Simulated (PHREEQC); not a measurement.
A made-up water analysis in mg/L, 15 °C, pH 6.66, pe 8.7: Na 0.0142; K 0.000162; Ca 0.00453; Mg 0.00164; Cl 0.00988; S(6) as SO4 0.0068; Alkalinity as HCO3 0.0347; F 4.29e-06; Ni 0.000108; Pb 0.00116; Ba 0.00204; B 1.81e-06.

Valence states are taken as typed.

All values are PHREEQC results (ion-association model, wateq4f.dat), not measurements.

Precipitation was switched off in this run.

Task: What ionic strength, charge-balance error does the model give?

Result: ionic strength 1.50e-6 mol/kgw; charge-balance error 1.6 %.

Task: In which forms is C present?

Result: HCO3- 64 %, CO2 36 % of the C.

Real BF4- forms and hydrolyses slowly; the run takes it at equilibrium.
